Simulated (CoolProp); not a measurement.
Properties of carbon dioxide at several states.

The numbers come from the reference Helmholtz-energy equation of state, Span 1996 in CoolProp.

```json
[
 {"T (K)": "542", "p (MPa)": "1.85", "phase": "gas", "speed of sound (m/s)": "[?]", "Prandtl number": "0.742"},
 {"T (K)": "384.9", "p (MPa)": "3.82", "phase": "gas", "speed of sound (m/s)": "290.2", "Prandtl number": "[?]"},
 {"T (K)": "663.2", "p (MPa)": "7.92", "phase": "supercritical", "speed of sound (m/s)": "394.0", "Prandtl number": "[?]"},
 {"T (K)": "921.2", "p (MPa)": "0.178", "phase": "gas", "speed of sound (m/s)": "[?]", "Prandtl number": "[?]"},
 {"T (K)": "467.4", "p (MPa)": "0.128", "phase": "gas", "speed of sound (m/s)": "[?]", "Prandtl number": "0.742"},
 {"T (K)": "354.3", "p (MPa)": "0.25", "phase": "gas", "speed of sound (m/s)": "[?]", "Prandtl number": "[?]"}
]
```

Complete the blanks.


- 542, speed of sound (m/s): 353.0
- 384.9, Prandtl number: 0.814
- 663.2, Prandtl number: 0.746
- 921.2, speed of sound (m/s): 454.3
- 921.2, Prandtl number: 0.720
- 467.4, speed of sound (m/s): 330.1
- 354.3, speed of sound (m/s): 290.0
- 354.3, Prandtl number: 0.757

Viscosity comes from a separate model (Laesecke 2017). Thermal conductivity comes from a separate model (Huber 2016).
